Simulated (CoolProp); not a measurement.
Properties of 1-butene at several states.

Computed with CoolProp (reference Helmholtz-energy equation of state, Lemmon 2005). It is a short technical equation, of lower accuracy than the large ones.

| T (°C) | p (kPa) | phase | cp (kJ/(kg K)) | speed of sound (m/s) | fugacity coefficient |
|---|---|---|---|---|---|
| 212.05 | 28.2 | gas | ___ | ___ | 0.9985 |
| 232.05 | 13700 | supercritical | 3.312 | 311.3 | 0.5322 |
| 166.45 | 31.9 | gas | 2.077 | 264.3 | 0.9976 |
| 60.35 | 121 | gas | ___ | 228.7 | 0.9779 |
| -32.75 | 1410 | liquid | 2.068 | 1209 | 0.02338 |
| 64.05 | 79.9 | gas | 1.688 | 231.5 | 0.9859 |

Complete the blanks.


- 212.05, cp (kJ/(kg K)): 2.248
- 212.05, speed of sound (m/s): 277.1
- 60.35, cp (kJ/(kg K)): 1.686
